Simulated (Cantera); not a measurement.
A closed system holds: 1 mol Cu, 3.3 mol HF, 0.18 mol N₂, equilibrated at 4.80e-5 bar.

Method: chemical equilibrium by Gibbs-energy minimisation in Cantera with the NASA 1993 tables (ideal gas, pure condensed phases). Candidate condensed phases: Cu, CuF₂; 25 gas species. The numbers say what is thermodynamically allowed, not how fast it happens.

x: gas mole fraction; n: condensed amount in mol.

```tsv
T (°C)	x HF	x N₂	x Cu	x CuF	x H₂	n Cu(s)
627	0.948	0.0517	3.75e-9	2.21e-6	?	1.000
677	0.948	0.0517	3.93e-8	7.37e-6	?	1.000
727	0.948	0.0517	3.25e-7	2.17e-5	?	1.000
777	0.948	0.0517	2.19e-6	5.78e-5	?	1.000
827	0.948	0.0517	1.24e-5	0.000141	?	0.999
877	0.948	0.0517	6.02e-5	0.000316	?	0.999
927	0.947	0.0517	0.000256	0.000663	?	0.997
977	0.945	0.0516	0.000966	0.00131	?	0.992
1027	0.942	0.0515	0.00329	0.00244	?	0.980
1077	0.932	0.0511	0.0102	0.00433	?	0.949
```

Question: What belongs in the gaps?

Answer: 
- 627, x H₂: 1.10e-6
- 677, x H₂: 3.68e-6
- 727, x H₂: 1.09e-5
- 777, x H₂: 2.89e-5
- 827, x H₂: 7.03e-5
- 877, x H₂: 0.000158
- 927, x H₂: 0.000331
- 977, x H₂: 0.000653
- 1027, x H₂: 0.00122
- 1077, x H₂: 0.00216
